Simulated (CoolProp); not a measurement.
Vapour-liquid equilibrium of dimethyl ether (1) + n-pentane (2) at 213.2 K; x and y are mole fractions of (1).

Model: multi-fluid Helmholtz-energy mixture model, Wu 2011 and Thol 2019; pair parameters Bell 2016, in CoolProp.

```
x     bubble pressure (bar)  y at the bubble point  dew pressure at overall composition x (bar)  liquid density (mol/L)
----  ---------------------  ---------------------  -------------------------------------------  ----------------------
0.05                      ?                      ?                                     0.006597                   9.945
0.2                 0.04094                  0.886                                            ?                   10.69
0.35                0.08214                  0.957                                     0.009329                   11.52
0.5                  0.1152                  0.976                                      0.01181                   12.46
0.65                 0.1336                  0.983                                            ?                   13.55
0.8                  0.1439                      ?                                            ?                   14.83
0.95                 0.1564                      ?                                            ?                   16.38
```

Task: Complete the blanks.

Result: 
- 0.05, bubble pressure (bar): 0.01121
- 0.05, y at the bubble point: 0.470
- 0.2, dew pressure at overall composition x (bar): 0.007723
- 0.65, dew pressure at overall composition x (bar): 0.01617
- 0.8, y at the bubble point: 0.987
- 0.8, dew pressure at overall composition x (bar): 0.02605
- 0.95, y at the bubble point: 0.995
- 0.95, dew pressure at overall composition x (bar): 0.07455

No azeotrope shows between x = 0.05 and 0.95.

Pair parameters are fitted to limited data, so mixtures are less certain than the pure fluids. The gap from Raoult's law changes sign with composition, which may be real or a fault of the pair parameters; it wasn't checked against measurements.
